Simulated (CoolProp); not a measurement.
R245ca along the isobar 0.581 MPa: density (kg/m³) from the reference equation and from simpler models built on Tc = 174.4 °C, pc = 3.941 MPa, ω = 0.355; each cubic takes its own stable root.

Model: reference Helmholtz-energy equation of state, Zhou 2016, in CoolProp.

| T (°C) | phase | reference | van der Waals | Redlich-Kwong |
|---|---|---|---|---|
| 74.65 | liquid | 1253 | 29.47 | 30.33 |
| 83.15 | gas | 30.22 | 28.61 | 29.34 |
| 91.65 | gas | 29.11 | 27.80 | 28.43 |
| 100.25 | gas | 28.10 | 27.03 | 27.57 |
| 108.75 | gas | 27.19 | … | 26.78 |
| 117.25 | gas | 26.36 | 25.64 | 26.04 |
| 125.75 | gas | … | 25.00 | 25.35 |
| 134.25 | gas | 24.89 | … | 24.70 |
| 142.75 | gas | 24.23 | 23.83 | 24.08 |
| 151.35 | gas | … | 23.28 | … |
| 159.85 | gas | 23.03 | 22.76 | 22.95 |
| 168.35 | gas | 22.48 | 22.26 | 22.43 |
| 176.85 | gas | … | 21.79 | … |

Task: What belongs in the gaps?

Result: 
- 108.75, van der Waals: 26.32
- 125.75, reference: 25.60
- 134.25, van der Waals: 24.40
- 151.35, reference: 23.61
- 151.35, Redlich-Kwong: 23.50
- 176.85, reference: 21.97
- 176.85, Redlich-Kwong: 21.94

At some of these states van der Waals, Redlich-Kwong gives the other phase, because its saturation line lies elsewhere.
